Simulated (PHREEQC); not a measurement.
0.25 g of hydrous ferric oxide (600 m²/g; 0.2 weak and 0.005 strong sites per Fe, Dzombak-Morel constants, diffuse double layer) in 1 kg of water with 0.001 mol/kgw of an inert sodium salt, at 25 °C; the pH is set by adding NaOH or the inert anion's acid. Oxygen alone is held at its pressure in air (log pO2 = -0.68). CO2 from the air is kept out. Precipitation was switched off in this run.

Equilibrium calculation in PHREEQC: ion-association model, wateq4f.dat.

```tsv
pH	surface charge σ (C/m²)	surface potential ψ (mV)
4	0.120	210
4.67	0.068	…
6	0.019	119
6.67	…	…
7.33	…	45
8.67	…	-32
9.33	…	…
10	-0.016	-107
11.33	-0.086	-166
12	-0.201	-176
```

Q: Complete the blanks.

A: 
- 4.67, surface potential ψ (mV): 184
- 6.67, surface charge σ (C/m²): 0.009
- 6.67, surface potential ψ (mV): 83
- 7.33, surface charge σ (C/m²): 0.004
- 8.67, surface charge σ (C/m²): -0.003
- 9.33, surface charge σ (C/m²): -0.007
- 9.33, surface potential ψ (mV): -70
